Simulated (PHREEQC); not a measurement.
1 kg of water holding 0.033 mol NaCl, 0.0032 mol KCl, 0.23 mol Na2CO3, 0.0063 mol NaHCO3 and 0.023 mol Na2SO4 is evaporated at 25 °C; the solids stay in contact with the brine. The system is closed to CO2. The run lets Arcanite, Burkeite, Glaserite, Halite, Kalicinite, Mirabilite, Misenite, Nahcolite, Natron, Sylvite, Thenardite, Trona precipitate or redissolve, and no other solid.

Model: Pitzer model, pitzer.dat, run in PHREEQC.

```
water left (kg)  ionic strength  water activity  Natron (mol)  Burkeite (mol)  Trona (mol)
---------------  --------------  --------------  ------------  --------------  -----------
1                         0.799           0.988             0               0            0
0.6755                     1.18           0.983             0               0            0
0.4563                     1.75      (withheld)             0               0            0
0.3751               (withheld)      (withheld)             0               0            0
0.2534                     3.16           0.959             0               0            0
0.1712                     4.68           0.940             0               0            0
0.1156                     6.93      (withheld)             0               0            0
0.09506                    8.43           0.885             0               0            0
0.04331              (withheld)           0.836         0.116               0            0
0.01113                    13.3           0.690         0.178          0.0105      0.00608
```

### Question
Some entries are withheld; supply them.

### Answer

- 0.4563, water activity: 0.976
- 0.3751, ionic strength: 2.14
- 0.3751, water activity: 0.971
- 0.1156, water activity: 0.908
- 0.04331, ionic strength: 10.5
